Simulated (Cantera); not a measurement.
Cantera run, input and output.

```python
import numpy as np
import cantera as ct

gas = ct.Solution("gri30.yaml")


def delay(T, t_max=10):
    gas.TPX = T, 1700000, {'CH4': 1, 'O2': 4.26, 'N2': 27.7}
    reactor = ct.IdealGasReactor(gas, clone=False)
    net = ct.ReactorNet([reactor])
    net.rtol, net.atol = 1e-8, 1e-16
    while net.time < t_max:
        t_old, T_old = net.time, reactor.T
        net.step()
        if reactor.T > T + 400:  # ignition: a rise of 400 K
            return t_old + (T + 400 - T_old) / (reactor.T - T_old) * (net.time - t_old)
    return np.nan


taus = []
for T in [1000, 1050, 1100, 1150, 1200, 1250, 1300, 1350, 1400, 1450]:
    taus.append(delay(T))
    print(f"T0 = {T:6g} K   tau = {taus[-1]:.4e} s")
```

Result:

```
T0 =   1000 K   tau = 6.3066e-02 s
T0 =   1050 K   tau = 2.6498e-02 s
T0 =   1100 K   tau = 1.2182e-02 s
T0 =   1150 K   tau = 6.0328e-03 s
T0 =   1200 K   tau = 3.1729e-03 s
T0 =   1250 K   tau = 1.7502e-03 s
T0 =   1300 K   tau = 1.0027e-03 s
T0 =   1350 K   tau = 5.9237e-04 s
T0 =   1400 K   tau = 3.5913e-04 s
T0 =   1450 K   tau = 2.2267e-04 s
```

Computed with Cantera and GRI-Mech 3.0 (53 species, 325 reactions). The pressure lies above the range GRI-Mech 3.0 was tuned for (to about 10 atm).
